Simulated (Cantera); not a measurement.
Input (Python, Cantera) and output of one run.

```python
import numpy as np
import cantera as ct

gas_names = """
    AL ALC ALH ALN ALO ALOH ALO2 ALO2H AL2 AL2O AL2O2 C CH CH2 CH3 CH2OH CH3O CH4 CH3OH CN CO CO2 COOH
    C2 C2H CHCO,ketyl C2H2,acetylene C2H2,vinylidene CH2CO,ketene C2H3,vinyl CH3CN CH3CO,acetyl C2H4
    C2H4O,ethylen CH3CHO,ethanal CH3COOH (HCOOH)2 C2H5 C2H6 CH3OCH3 C2H5OH CCN CNC C2N2 C2O C3
    C3H3,propargyl C3H4,allene C3H4,propyne C3H4,cyclo- C3H5,allyl C3H6,propylene C3H6,cyclo- C3H6O
    C3H7,n-propyl C3H7,i-propyl C3H8 C3H8O,1propanol C3H8O,2propanol C3O2 C4 C4H2 C4H4,1,3-cyclo-
    C4H6,butadiene C4H6,2-butyne C4H6,cyclo- C4H8,1-butene C4H8,cis2-buten C4H8,tr2-butene
    C4H8,isobutene C4H8,cyclo- (CH3COOH)2 C4H9,n-butyl C4H9,i-butyl C4H9,s-butyl C4H9,t-butyl
    C4H10,isobutane C4H10,n-butane C4N2 C5 C5H6,1,3cyclo- C5H8,cyclo- C5H10,1-pentene C5H10,cyclo-
    C5H11,pentyl C5H11,t-pentyl C5H12,n-pentane C5H12,i-pentane CH3C(CH3)2CH3 C6H2 C6H5,phenyl
    C6H5O,phenoxy C6H6 C6H5OH,phenol C6H10,cyclo- C6H12,1-hexene C6H12,cyclo- C6H13,n-hexyl C7H7,benzyl
    C7H8 C7H8O,cresol C7H14,1-heptene C7H15,n-heptyl C7H16,n-heptane C8H8,styrene C8H10,ethylbenz
    C8H16,1-octene C8H17,n-octyl C8H18,isooctane C8H18,n-octane C9H19,n-nonyl C10H8,naphthale
    C10H21,n-decyl C12H9,o-bipheny C12H10,bipheny H HALO HCN HCO HCCN HNC HNCO HNO HNO2 HNO3 HO2 H2
    HCHO,formaldehy HCOOH H2O H2O2 N NCO NH NH2 NH3 NH2OH NO NO2 NO3 N2 N2H2 N2H4 N2O O OH O2 O3
""".split()
cond_names = """
    AL(cr) AL(L) ALN(s) AL2O3(a) AL2O3(L) C(gr) C6H6(L) C7H8(L) C8H18(L),n-octa H2O(s) H2O(L)
""".split()


def load(file, names, dense=False):
    # The tables refer to 1 bar. Condensed volumes are neglected.
    table = {s.name: s for s in ct.Species.list_from_file(file)}
    out = []
    for n in names:
        d = dict(table[n].input_data)
        d["thermo"] = dict(d["thermo"], **{"reference-pressure": 1e5})
        if dense:
            d["equation-of-state"] = {"model": "constant-volume", "density": "1e6 g/cm^3"}
        out.append(ct.Species.from_dict(d))
    return out


gas = ct.Solution(thermo="ideal-gas", species=load("nasa_gas.yaml", gas_names))
cond = {s.name: ct.Solution(thermo="fixed-stoichiometry", species=[s], name=s.name)
        for s in load("nasa_condensed.yaml", cond_names, dense=True)}
atoms = {
    'Al(CH3)3': {'AL': 1, 'C': 3, 'H': 9},
    'H2O': {'H': 2, 'O': 1},
    'N2': {'N': 2},
}
top_T = {'ALN(s)': 2750, 'C(gr)': 4500}  # K; cautious upper limits of use, not melting points


def equilibrate(T, P, feed):
    n = {}
    for name, mol in feed.items():
        for a, k in atoms[name].items():
            n[a] = n.get(a, 0.0) + k * mol
    gas.TPX = T, P, n
    mass = sum(n.values()) * gas.mean_molecular_weight
    gas.equilibrate("TP")
    valid = [c for c in cond.values() if c.min_temp <= T <= top_T.get(c.name, c.max_temp)]
    mix = ct.Mixture([(gas, mass / gas.mean_molecular_weight)] + [(c, 0.0) for c in valid])
    mix.T, mix.P = T, P
    mix.equilibrate("TP", solver="vcs", rtol=1e-11, max_steps=5000)
    return mix


results = []
feed = {'Al(CH3)3': 1, 'H2O': 3.8, 'N2': 35}  # mol
P = 200  # Pa
for T in [875, 925, 975, 1025, 1075, 1125, 1175, 1225, 1275, 1325, 1375]:
    mix = equilibrate(T, P, feed)
    results.append((T, P, feed, dict(zip(mix.species_names, mix.species_moles))))

top = {s: max(r[3][s] / sum(r[3][g] for g in gas_names) for r in results) for s in gas_names}
cols = sorted((s for s in top if top[s] > 0.0001), key=lambda s: -top[s])[:7]
seen = [c for c in cond_names if any(r[3].get(c, 0) > 1e-12 for r in results)]
print("log10 of partial pressures in bar; condensed amounts in mol")
print(f"{'T/K':>10s}" + "".join(f"{s[:9]:>10s}" for s in cols + seen))
for T, P, feed, n in results:
    ng = sum(n[g] for g in gas_names)
    print(f"{T:10.4g}" + "".join(f"{np.log10(max(n[s] / ng * P / 1e5, 1e-99)):10.3f}" for s in cols)
          + "".join(f"{n.get(c, 0):10.4g}" for c in seen))
```

Result:

```
log10 of partial pressures in bar; condensed amounts in mol
       T/K        N2        H2        CO    ALN(s)  AL2O3(a)     C(gr)
       875    -2.814    -3.439    -3.998         0       0.5    0.7045
       925    -2.814    -3.439    -3.997         0       0.5    0.7012
       975    -2.814    -3.439    -3.996         0       0.5    0.7003
      1025    -2.814    -3.439    -3.996         0       0.5    0.6999
      1075    -2.814    -3.439    -3.996         0       0.5    0.6997
      1125    -2.814    -3.439    -3.996         0       0.5    0.6995
      1175    -2.814    -3.439    -3.996         0       0.5     0.699
      1225    -2.814    -3.439    -3.996         0       0.5    0.6983
      1275    -2.814    -3.439    -3.996         0       0.5    0.6972
      1325    -2.821    -3.443    -3.886     0.464     0.268         0
      1375    -2.821    -3.443    -3.886    0.4647    0.2676         0
```

Cantera equilibrium calculation (NASA polynomials, part measured and part estimated; ideal gas, pure solids and liquids). The feed counts by its element totals alone. Mutual solubility and eutectic melting of coexisting phases are not modelled.
